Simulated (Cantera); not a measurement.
# Nitride etching: AlN + Cl₂ + H₂

A closed system holds: 1 mol AlN, 0.66 mol Cl₂, 16 mol H₂, at 0.00120 bar.

Method: chemical equilibrium by Gibbs-energy minimisation in Cantera with the NASA 1993 tables (ideal gas, pure condensed phases). Candidate condensed phases: Al, AlCl₃, AlN, NH₄Cl; 20 gas species. The tables' values for AlCl₂ are old estimates; treat these amounts as uncertain. Rates play no part.

```json
[
 {"T (K)": "1800", "log p H₂": "-2.97", "log p H": "-4.93", "log p AlCl": "-4.18", "log p N₂": "-4.47", "log p HCl": "-4.67", "log p Al": "-6.35"},
 {"T (K)": "1825", "log p H₂": "-2.97", "log p H": "-4.84", "log p AlCl": "-4.18", "log p N₂": "-4.47", "log p HCl": "-4.67", "log p Al": "-6.24"},
 {"T (K)": "1850", "log p H₂": "-2.97", "log p H": "-4.76", "log p AlCl": "-4.18", "log p N₂": "-4.47", "log p HCl": "-4.66", "log p Al": "-6.13"},
 {"T (K)": "1875", "log p H₂": "-2.98", "log p H": "-4.67", "log p AlCl": "-4.18", "log p N₂": "-4.47", "log p HCl": "-4.66", "log p Al": "-6.03"},
 {"T (K)": "1900", "log p H₂": "-2.98", "log p H": "-4.59", "log p AlCl": "-4.18", "log p N₂": "-4.47", "log p HCl": "-4.66", "log p Al": "-5.93"},
 {"T (K)": "1925", "log p H₂": "-2.98", "log p H": "-4.51", "log p AlCl": "-4.19", "log p N₂": "-4.47", "log p HCl": "-4.65", "log p Al": "-5.83"},
 {"T (K)": "1950", "log p H₂": "-2.98", "log p H": "-4.43", "log p AlCl": "-4.19", "log p N₂": "-4.48", "log p HCl": "-4.65", "log p Al": "-5.74"},
 {"T (K)": "1975", "log p H₂": "-2.99", "log p H": "-4.36", "log p AlCl": "-4.19", "log p N₂": "-4.48", "log p HCl": "-4.65", "log p Al": "-5.65"},
 {"T (K)": "2000", "log p H₂": "-2.99", "log p H": "-4.28", "log p AlCl": "-4.20", "log p N₂": "-4.48", "log p HCl": "-4.64", "log p Al": "-5.57"},
 {"T (K)": "2025", "log p H₂": "-2.99", "log p H": "-4.21", "log p AlCl": "-4.20", "log p N₂": "-4.48", "log p HCl": "-4.63", "log p Al": "-5.49"},
 {"T (K)": "2050", "log p H₂": "-3.00", "log p H": "-4.14", "log p AlCl": "-4.21", "log p N₂": "-4.48", "log p HCl": "-4.63", "log p Al": "-5.41"}
]
```
log p: log10 of the partial pressure in bar; nothing condenses.

From 1800 K to 2050 K nothing is condensed. The main Al-bearing gas is AlCl throughout.
